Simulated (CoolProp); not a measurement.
The numbers come from the reference Helmholtz-energy equation of state, Lemmon 2006 in CoolProp. It is a short technical equation, of lower accuracy than the large ones.

### Question
For nitrous oxide, give the phase and the cp (kJ/(kg K)) at 417.2 K and 51.8 bar; 325.5 K and 4.34 bar; 390.7 K and 125 bar.

### Answer
- 417.2 K and 51.8 bar: gas; cp 1.13
- 325.5 K and 4.34 bar: gas; cp 0.925
- 390.7 K and 125 bar: supercritical; cp 1.68
